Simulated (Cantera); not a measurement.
# CH4 + H2O + N2 (carbon deposition, reforming and gasification)

Feed: 1 mol CH4, 1.3 mol H2O, 37 mol N2, equilibrated at 2477 °C.

Equilibrium computed with Cantera from the NASA thermochemical tables; the gas is ideal and each condensed phase is pure. Candidate condensed phases: C, C6H6, C7H8, C8H18, H2O; 136 gas species. The ideal-gas law is rough above about 30 bar. The numbers say what is thermodynamically allowed, not how fast it happens.

```
P (Pa)     x N2      x H      x H2    x CO    x H2O       x O
--------  -----  -------  --------  ------  -------  --------
10        0.824    0.146  0.000456  0.0223  3.75e-7   0.00653
100       0.828    0.139   0.00413  0.0224  3.12e-5   0.00601
1000      0.845    0.103    0.0225  0.0227  0.00103   0.00364
10000     0.873   0.0479    0.0489  0.0233  0.00443  0.000720
100000    0.888   0.0173    0.0641  0.0237  0.00619   7.69e-5
1000000   0.893  0.00572    0.0700  0.0238  0.00671   7.62e-6
10000000  0.895  0.00184    0.0720  0.0238  0.00688   7.60e-7
```
x: gas mole fraction; nothing condenses.

From 0.000100 bar to 100 bar nothing is condensed. The main C-bearing gas is CO throughout.
